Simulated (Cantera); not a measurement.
A closed system holds: 1 mol Si2H6, 2.2 mol H2O, held at 1350 K and 133 Pa.

Method: chemical equilibrium by Gibbs-energy minimisation in Cantera with the NASA 1993 tables (ideal gas, pure condensed phases). Candidate condensed phases: H2O, Si, SiO2; 18 gas species. The feed counts by its element totals alone. Mutual solubility and eutectic melting of coexisting phases are not modelled. The tables hold silica as quartz up to 1696 K and as liquid above; real silica turns to tridymite and cristobalite and melts near 1996 K. Equilibrium is a limit: real reactors are often held back by kinetics, nucleation or transport.

Question: What is the equilibrium state?

Answer: 
```
Item                   Value
-----------------  ---------
x(H2)                  0.981
x(SiO)                0.0185
x(H)                 6.47e-5
n(Si(s))           0.851 mol
n(SiO2(β-quartz))   1.05 mol
gas amount         5.298 mol
```
